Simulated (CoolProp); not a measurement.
Carbonyl sulfide along the isotherm 567 K: fugacity coefficient from the reference equation and from simpler models built on Tc = 378.8 K, pc = 6369 kPa, ω = 0.098; each cubic takes its own stable root.

The numbers come from the reference Helmholtz-energy equation of state, Lemmon 2006 in CoolProp. It is a short technical equation, of lower accuracy than the large ones.

```
p (kPa)          phase  reference  van der Waals  Redlich-Kwong  Soave-Redlich-Kwong
-------  -------------  ---------  -------------  -------------  -------------------
158                gas     0.9978         0.9974         0.9976               0.9979
325                gas     0.9955         0.9947         0.9950               0.9958
667                gas     0.9908         0.9891         0.9898               0.9914
1370               gas     0.9812         0.9776         0.9792               0.9825
2810               gas     0.9619         0.9545         0.9580               0.9646
5770               gas     0.9239         0.9081         0.9164               0.9299
11900    supercritical     0.8529         0.8190         0.8402               0.8670
24300    supercritical     0.7473         0.6925         0.7331               0.7804
50000    supercritical     0.6758         0.6487         0.6681               0.7365
```
